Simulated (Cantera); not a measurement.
An isothermal, constant-pressure homogeneous reactor starts with C₂H₆ : N₂ = 1 : 95 (molar parts), at 1548 K and 0.385 atm.

Detailed kinetics in Cantera: GRI-Mech 3.0 (53 species, 325 reactions). GRI-Mech 3.0 stops at C3 and has no aromatics, soot or wall deposition, so with more carbon than oxygen in the feed, carbon stays in small species such as C2H2 where larger ones or solid carbon would form.

x: mole fraction; the columns are a selection and need not sum to one.

```json
[
 {"t (s)": "8.00e-5", "x C₂H₆": "0.00924", "x C₂H": "4.02e-10", "x H": "4.74e-5", "x C₂H₂": "4.73e-6", "x CH₄": "0.000110", "x CH₂": "[?]"},
 {"t (s)": "0.000176", "x C₂H₆": "0.00706", "x C₂H": "7.57e-9", "x H": "7.49e-5", "x C₂H₂": "9.99e-5", "x CH₄": "0.000421", "x CH₂": "2.90e-6"},
 {"t (s)": "0.000387", "x C₂H₆": "0.00357", "x C₂H": "2.84e-8", "x H": "8.81e-5", "x C₂H₂": "0.000759", "x CH₄": "0.00115", "x CH₂": "2.75e-6"},
 {"t (s)": "0.000853", "x C₂H₆": "0.000778", "x C₂H": "5.91e-8", "x H": "8.41e-5", "x C₂H₂": "0.00284", "x CH₄": "0.00198", "x CH₂": "[?]"},
 {"t (s)": "0.00188", "x C₂H₆": "8.08e-5", "x C₂H": "4.54e-8", "x H": "4.44e-5", "x C₂H₂": "0.00539", "x CH₄": "0.00223", "x CH₂": "[?]"},
 {"t (s)": "0.00413", "x C₂H₆": "1.13e-5", "x C₂H": "2.29e-8", "x H": "1.95e-5", "x C₂H₂": "0.00698", "x CH₄": "0.00226", "x CH₂": "[?]"},
 {"t (s)": "0.00909", "x C₂H₆": "2.58e-6", "x C₂H": "1.23e-8", "x H": "9.83e-6", "x C₂H₂": "0.00794", "x CH₄": "0.00226", "x CH₂": "[?]"},
 {"t (s)": "0.0200", "x C₂H₆": "9.91e-7", "x C₂H": "8.30e-9", "x H": "6.38e-6", "x C₂H₂": "0.00859", "x CH₄": "0.00225", "x CH₂": "[?]"},
 {"t (s)": "0.0440", "x C₂H₆": "7.35e-7", "x C₂H": "7.57e-9", "x H": "5.70e-6", "x C₂H₂": "0.00898", "x CH₄": "0.00222", "x CH₂": "4.33e-9"},
 {"t (s)": "0.0969", "x C₂H₆": "6.96e-7", "x C₂H": "7.64e-9", "x H": "5.74e-6", "x C₂H₂": "0.00911", "x CH₄": "0.00218", "x CH₂": "4.21e-9"},
 {"t (s)": "0.213", "x C₂H₆": "6.36e-7", "x C₂H": "7.69e-9", "x H": "5.79e-6", "x C₂H₂": "0.00916", "x CH₄": "0.00208", "x CH₂": "4.04e-9"},
 {"t (s)": "0.469", "x C₂H₆": "5.28e-7", "x C₂H": "7.79e-9", "x H": "5.90e-6", "x C₂H₂": "0.00925", "x CH₄": "0.00189", "x CH₂": "[?]"},
 {"t (s)": "1.03", "x C₂H₆": "3.68e-7", "x C₂H": "7.95e-9", "x H": "6.08e-6", "x C₂H₂": "0.00941", "x CH₄": "0.00158", "x CH₂": "[?]"},
 {"t (s)": "2.27", "x C₂H₆": "1.96e-7", "x C₂H": "8.19e-9", "x H": "6.34e-6", "x C₂H₂": "0.00962", "x CH₄": "0.00115", "x CH₂": "[?]"},
 {"t (s)": "5.00", "x C₂H₆": "7.59e-8", "x C₂H": "8.45e-9", "x H": "6.62e-6", "x C₂H₂": "0.00984", "x CH₄": "0.000708", "x CH₂": "[?]"}
]
```

Question: Complete the blanks.

Answer: 
- 8.00e-5, x CH₂: 1.74e-6
- 0.000853, x CH₂: 1.51e-6
- 0.00188, x CH₂: 3.33e-7
- 0.00413, x CH₂: 6.02e-8
- 0.00909, x CH₂: 1.44e-8
- 0.0200, x CH₂: 5.70e-9
- 0.469, x CH₂: 3.70e-9
- 1.03, x CH₂: 3.12e-9
- 2.27, x CH₂: 2.31e-9
- 5.00, x CH₂: 1.47e-9
